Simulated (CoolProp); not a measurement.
Values from CoolProp's reference Helmholtz-energy equation of state, de Reuck 1993.

Problem. For methanol, give the phase and the speed of sound (m/s), conductivity (mW/(m K)), Prandtl number at 231.15 °C and 1.01 bar.

Solution. 
- 231.15 °C and 1.01 bar: gas; speed of sound 389, conductivity 38.8, Prandtl number 0.807

Viscosity comes from a separate model (Xiang 2006). Thermal conductivity comes from a separate model (Sykioti 2013).
